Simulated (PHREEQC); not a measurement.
0.051 g of hydrous ferric oxide (600 m²/g; 0.2 weak and 0.005 strong sites per Fe, Dzombak-Morel constants, diffuse double layer) in 1 kg of water with 0.1 mol/kgw of an inert sodium salt and 3.3e-05 mol/kgw ZnCl2, 2.1e-07 mol/kgw ZnSO4 and 1.8e-06 mol/kgw H3BO3, at 25 °C; the pH is set by adding NaOH or the inert anion's acid. O2 is buffered at 0.21 atm. The system is closed to CO2. Precipitation was switched off in this run.

All values are PHREEQC results (ion-association model, wateq4f.dat), not measurements.

| pH | Zn sorbed (%) | S sorbed (%) | B sorbed (%) | surface charge σ (C/m²) | surface potential ψ (mV) |
|---|---|---|---|---|---|
| 3 | 0.0 | 94.0 | 0.0 | 0.362 | 152 |
| 3.5 | 0.0 | 93.6 | 0.0 | 0.349 | 151 |
| 4 | 0.0 | … | 0.0 | 0.320 | 146 |
| 4.5 | 0.0 | 86.7 | 0.0 | 0.272 | 138 |
| 5 | 0.3 | 73.9 | 0.0 | 0.214 | 126 |
| 5.5 | 2.0 | 49.1 | 0.0 | 0.159 | … |
| 6 | 6.5 | 21.5 | 0.0 | 0.113 | 94 |
| 6.5 | 12.8 | 6.3 | 0.0 | 0.077 | … |
| 7 | 31.3 | 1.7 | 0.0 | 0.053 | 59 |
| 7.5 | 63.6 | 0.5 | 0.0 | 0.038 | 46 |
| 8 | 87.7 | 0.1 | 0.0 | 0.025 | 32 |
| 8.5 | 96.5 | 0.0 | 0.0 | 0.009 | 12 |
| 9 | 98.0 | 0.0 | 0.0 | -0.008 | -11 |

Task: Complete the blanks.

Result: 
- 4, S sorbed (%): 91.8
- 5.5, surface potential ψ (mV): 111
- 6.5, surface potential ψ (mV): 76

Species that the database lacks are ignored. The oxide is taken as insoluble; below pH 4 it would dissolve.
